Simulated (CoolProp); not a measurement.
R113 along the isobar 44 bar: fugacity coefficient from the reference equation and from simpler models built on Tc = 487.2 K, pc = 33.92 bar, ω = 0.253; each cubic takes its own stable root.

Values from CoolProp's reference Helmholtz-energy equation of state, Marx 1992.

```json
[
 {"T (K)": "287.3", "phase": "liquid", "reference": "0.007958"},
 {"T (K)": "313.9", "phase": "liquid", "reference": "0.02161"},
 {"T (K)": "340.5", "phase": "liquid", "reference": "0.04828"},
 {"T (K)": "367.1", "phase": "liquid", "reference": "0.09283"},
 {"T (K)": "393.6", "phase": "liquid", "reference": "0.1584"},
 {"T (K)": "420.2", "phase": "liquid", "reference": "0.2464"},
 {"T (K)": "446.8", "phase": "liquid", "reference": "0.3543"},
 {"T (K)": "473.4", "phase": "liquid", "reference": "0.4761"},
 {"T (K)": "500", "phase": "supercritical", "reference": "0.5985"}
]
```

Problem. How far does each simpler model (Redlich-Kwong, Soave-Redlich-Kwong, Peng-Robinson) lie from the reference over these 9 states: mean and median of the absolute difference, and the worst?

Solution. 
- Redlich-Kwong: mean 37.4 %, median 27.8 %, worst +103.6 % at 287.3 K and 44 bar
- Soave-Redlich-Kwong: mean 1.9 %, median 2.0 %, worst +2.7 % at 420.2 K and 44 bar
- Peng-Robinson: mean 1.6 %, median 1.5 %, worst -3.2 % at 500 K and 44 bar
